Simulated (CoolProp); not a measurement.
Hydrogen chloride at 298.15 K and 1.22 MPa is throttled through a valve to 0.027 MPa with no heat exchange. Each further row changes one setting.

Computed with CoolProp (reference Helmholtz-energy equation of state, Thol 2018).

```csv
case,temperature change (K),final density (kg/m³)
as stated,-20.1,[?]
outlet pressure 0.0081 MPa,-20.5,0.128
outlet pressure 0.0351 MPa,[?],[?]
```

Fill in the missing entries.


- as stated, final density (kg/m³): 0.427
- outlet pressure 0.0351 MPa, temperature change (K): -20.0
- outlet pressure 0.0351 MPa, final density (kg/m³): 0.555
